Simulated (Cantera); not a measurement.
Input: 1 mol CuF2, 0.2 mol H2, held at 100000 Pa.

These are equilibrium values from Cantera (NASA tables, ideal gas, pure condensed phases), not measurements of a reactor. Candidate condensed phases: Cu, CuF2; 15 gas species. Each liquid is taken as pure. Mutual solubility and eutectic melting of coexisting phases are not modelled. Equilibrium is a limit: real reactors are often held back by kinetics, nucleation or transport.

Q: Which condensed phases are stable at each of these points (T (K)): 673, 773, 873, 973, 1073, 1173, 1273, 1373, 1473, 1573, 1673, 1773, 1873, 1973?

A: 
```
T (K)  condensed phases  Cu condensed (%)
-----  ----------------  ----------------
673     Cu(s) + CuF2(s)             100.0
773     Cu(s) + CuF2(s)             100.0
873     Cu(s) + CuF2(s)             100.0
973     Cu(s) + CuF2(s)             100.0
1073    Cu(s) + CuF2(s)             100.0
1173    Cu(s) + CuF2(l)              99.9
1273    Cu(s) + CuF2(l)              99.7
1373    Cu(l) + CuF2(l)              98.7
1473    Cu(l) + CuF2(l)              95.8
1573    Cu(l) + CuF2(l)              86.4
1673    Cu(l) + CuF2(l)              41.3
1773            CuF2(l)              11.9
1873           gas only               0.0
1973           gas only               0.0
```

From 673 K to 1073 K the condensed part is Cu(s) + CuF2(s). From 1173 K to 1273 K the condensed part is Cu(s) + CuF2(l). From 1373 K to 1673 K the condensed part is Cu(l) + CuF2(l). At 1773 K the condensed part is CuF2(l). From 1873 K to 1973 K nothing is condensed.
